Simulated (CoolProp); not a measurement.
Model: reference Helmholtz-energy equation of state, Lemmon 2013, in CoolProp.

### Question
Give the vapour pressure (MPa), vapour density (kg/m³), enthalpy of vaporisation (kJ/kg), liquid cp (kJ/(kg K)) of saturated propylene at 323.9 K.

### Answer
```csv
T (K),p (MPa),vapour density (kg/m³),enthalpy of vaporisation (kJ/kg),liquid cp (kJ/(kg K))
323.9,2.09,46.6,277,3.11
```
